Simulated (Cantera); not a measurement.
Charge: 1 mol Fe, 8 mol CO₂, a varied amount of H₂, held at 1452 °C and 0.0440 bar.

Cantera equilibrium calculation (NASA polynomials, part measured and part estimated; ideal gas, pure solids and liquids). Candidate condensed phases: C, C₆H₆, C₇H₈, C₈H₁₈, Fe, Fe(CO)₅, FeO, Fe(OH)₂, Fe(OH)₃, Fe₂O₃, Fe₃O₄, H₂O; 114 gas species. Mutual solubility and eutectic melting of coexisting phases are not modelled. The tables' stoichiometric FeO is somewhat more stable than real wüstite, so its field is too wide. FeO: taken at fixed stoichiometry. Rates play no part.

Question: Which condensed phases are stable at each of these points (n(H₂) (mol)): 1.3, 2.1, 3.4, 5.4, 8.6, 14, 22, 34, 55, 87, 140, 220?

Answer: 
| n(H₂) (mol) | condensed phases | Fe condensed (%) |
|---|---|---|
| 1.3 | FeO(l) | 100.0 |
| 2.1 | FeO(l) | 100.0 |
| 3.4 | FeO(l) | 99.9 |
| 5.4 | FeO(l) | 99.9 |
| 8.6 | FeO(l) | 99.8 |
| 14 | FeO(l) | 99.6 |
| 22 | Fe(δ) + FeO(l) | 99.3 |
| 34 | Fe(δ) | 99.1 |
| 55 | Fe(δ) | 98.6 |
| 87 | Fe(δ) | 97.9 |
| 140 | Fe(δ) | 96.8 |
| 220 | Fe(δ) | 95.1 |

From 1.3 mol H₂ to 14 mol H₂ the condensed part is FeO(l). At 22 mol H₂ the condensed part is Fe(δ) + FeO(l). From 34 mol H₂ to 220 mol H₂ the condensed part is Fe(δ).
